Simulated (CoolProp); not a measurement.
The fluid at 310.16 K and 3.11 MPa flows at 1.7 m/s in a round tube of 1 mm bore and 15 µm roughness, fully developed (64/Re and Nu = 3.66 if laminar; Colebrook and Gnielinski if turbulent). The same conditions are run with several fluids, on thermodynamics alone (safety and materials aside).

Computed with CoolProp (reference Helmholtz-energy equation of state of each fluid (n-nonane: Lemmon 2006; R142b: Lemmon 2006; n-decane: Lemmon 2006)).

### Question
Rank n-nonane, R142b, n-decane by Reynolds number, highest first.

### Answer
R142b (8790), n-nonane (2060), n-decane (1640)

```json
[
 {"fluid": "n-nonane", "Darcy friction factor": "0.0311", "pressure drop (Pa/m)": "31700", "heat-transfer coefficient (W/(m² K))": "456", "mass flow (kg/h)": "3.40"},
 {"fluid": "R142b", "Darcy friction factor": "0.0485", "pressure drop (Pa/m)": "76400", "heat-transfer coefficient (W/(m² K))": "5720", "mass flow (kg/h)": "5.24"},
 {"fluid": "n-decane", "Darcy friction factor": "0.0389", "pressure drop (Pa/m)": "40500", "heat-transfer coefficient (W/(m² K))": "467", "mass flow (kg/h)": "3.46"}
]
```

Transport values come from each fluid's own correlations; those of R142b are estimates that may be off by 10 % or more.
